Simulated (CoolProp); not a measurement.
The fluid at 527.73 K and 10.6 MPa is throttled through a valve to 3.76 MPa with no heat exchange. The same conditions are run with several fluids, on thermodynamics alone (safety and materials aside).

Model: reference Helmholtz-energy equation of state of each fluid (methane: Setzmann 1991; sulfur hexafluoride: Guder 2009; cyclopentane: Gedanitz 2015; normal hydrogen: Leachman 2009; propane: Lemmon 2009), in CoolProp.

| fluid | temperature change (K) | final phase | final density (kg/m³) |
|---|---|---|---|
| methane | ___ | gas | ___ |
| sulfur hexafluoride | ___ | supercritical | ___ |
| cyclopentane | -30.2 | two-phase, vapour fraction 0.468 | 205 |
| normal hydrogen | ___ | supercritical | ___ |
| propane | ___ | gas | 44.3 |

Problem. Some entries are withheld; supply them.

Solution. 
- methane, temperature change (K): -6.0
- methane, final density (kg/m³): 13.9
- sulfur hexafluoride, temperature change (K): -13.4
- sulfur hexafluoride, final density (kg/m³): 135
- normal hydrogen, temperature change (K): +3.6
- normal hydrogen, final density (kg/m³): 1.69
- propane, temperature change (K): -24.2
